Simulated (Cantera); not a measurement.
A Cantera script and its output.

```python
import numpy as np
import cantera as ct

gas = ct.Solution("gri30.yaml", transport_model="multicomponent")
show = ['OH', 'N2', 'H2']

rows = []
print(f"{'T/K':>7s}{'rho':>11s}{'cp':>10s}{'mu':>11s}{'lambda':>11s}{'Pr':>7s}" + "".join(f"{'D_' + s:>11s}" for s in show))
for T in [400, 600, 800, 1000, 1200, 1400, 1600, 1800]:
    gas.TPX = T, 100000, {'NO': 0.83}
    Pr = gas.cp_mass * gas.viscosity / gas.thermal_conductivity
    D = [gas.mix_diff_coeffs_mole[gas.species_index(s)] for s in show]
    rows.append([gas.density, gas.cp_mass, gas.viscosity, gas.thermal_conductivity, Pr, *D])
    print(f"{T:7g}{gas.density:11.4e}{gas.cp_mass:10.1f}{gas.viscosity:11.4e}"
          f"{gas.thermal_conductivity:11.4e}{Pr:7.3f}" + "".join(f"{d:11.4e}" for d in D))
print("SI units: kg/m3, J/kg/K, Pa s, W/m/K, m2/s")
```

It prints:

```
    T/K        rho        cp         mu     lambda     Pr       D_OH       D_N2       D_H2
    400 9.0222e-01     998.6 2.3120e-05 3.2481e-02  0.711 5.2371e-05 3.4324e-05 1.2827e-04
    600 6.0148e-01    1040.9 3.0618e-05 4.5000e-02  0.708 1.0426e-04 6.8560e-05 2.5306e-04
    800 4.5111e-01    1092.2 3.7097e-05 5.7257e-02  0.708 1.6889e-04 1.1122e-04 4.0845e-04
   1000 3.6089e-01    1132.7 4.2948e-05 6.8778e-02  0.707 2.4501e-04 1.6146e-04 5.9150e-04
   1200 3.0074e-01    1159.2 4.8363e-05 7.9307e-02  0.707 3.3173e-04 2.1870e-04 8.0015e-04
   1400 2.5778e-01    1181.0 5.3449e-05 8.9329e-02  0.707 4.2843e-04 2.8252e-04 1.0328e-03
   1600 2.2556e-01    1198.6 5.8275e-05 9.8884e-02  0.706 5.3458e-04 3.5257e-04 1.2884e-03
   1800 2.0049e-01    1212.8 6.2887e-05 1.0801e-01  0.706 6.4976e-04 4.2857e-04 1.5656e-03
SI units: kg/m3, J/kg/K, Pa s, W/m/K, m2/s
```

Computed with Cantera and GRI-Mech 3.0 (53 species, 325 reactions). The composition is frozen, though it would react at the higher temperatures.
